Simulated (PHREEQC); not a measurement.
H3BO3 is added in steps, without added water, to 1 kg of water holding 12 mmol/kgw HF, 0.79 mmol/kgw CsF, 57 mmol/kgw (NH4)2SiF6 and 0.037 mmol/kgw HCl, at 25 °C. O2 is buffered at 0.21 atm. The system is closed to CO2. Only these solids could form: Chalcedony.

Base run: PHREEQC, ion-association model, wateq4f.dat. Each further column changes one thing. The table gives Chalcedony (mol).

```csv
H3BO3 added (mol),base,Davies equation for every ion,all activity coefficients set to 1,metal-ligand complexes left out
0,0,0,0,0
0.035,0.0143,0.0140,0.0154,0.0143
0.07,0.0261,0.0256,0.0279,0.0261
0.1225,0.0389,0.0382,0.0412,0.0389
0.1575,0.0446,0.0439,0.0467,0.0446
0.1925,0.0485,0.0479,0.0502,0.0485
0.2275,0.0510,0.0505,0.0524,0.0510
0.28,0.0532,0.0529,0.0541,0.0532
0.315,0.0541,0.0538,0.0548,0.0541
0.35,0.0547,0.0545,0.0552,0.0547
```

SiF6-2 is the database's only silicon fluoride. Real BF4- forms and hydrolyses slowly; the run takes it at equilibrium.
